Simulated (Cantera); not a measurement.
Input: 1 mol HgO, a varied amount of H2, equilibrated at 1198.15 K and 300000 Pa.

Equilibrium computed with Cantera from the NASA thermochemical tables; the gas is ideal and each condensed phase is pure. Candidate condensed phases: H2O, Hg, HgO; 10 gas species. Kinetics and transport are ignored.

Task: At 0.68 mol H2, list the 3 most abundant gas species with their mole fractions, and the condensed phases.

Result: Hg 0.543, H2O 0.370, O2 0.0870. Condensed: gas only.
